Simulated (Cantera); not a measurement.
Mixture: CH4 : C2H6 : O2 : N2 = 1 : 0.056 : 1.83 : 6.88 (molar parts), at 1000000 Pa, adiabatic and at constant volume. Ignition delay is the time to a rise of 400 K.

Computed with Cantera and GRI-Mech 3.0 (53 species, 325 reactions).

Predict: delay at 1125 K; delay at 1275 K; delay at 1425 K; delay at 1575 K; apparent activation energy between 1500 and 1650 K.


```
Property                                                 Value
--------------------------------------------------  ----------
delay at 1125 K                                        3.58 ms
delay at 1275 K                                       0.701 ms
delay at 1425 K                                       0.162 ms
delay at 1575 K                                        41.7 µs
apparent activation energy between 1500 and 1650 K  180 kJ/mol
```
